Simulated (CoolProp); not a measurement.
Model: reference Helmholtz-energy equation of state, Eisenbach 2021, in CoolProp.

Task: For propylene glycol, give the phase and the density (kg/m³), cp (kJ/(kg K)), speed of sound (m/s), fugacity coefficient at 229.35 °C and 2.05 MPa.

Result: 
- 229.35 °C and 2.05 MPa: liquid; density 850, cp 3.59, speed of sound 909, fugacity coefficient 0.154
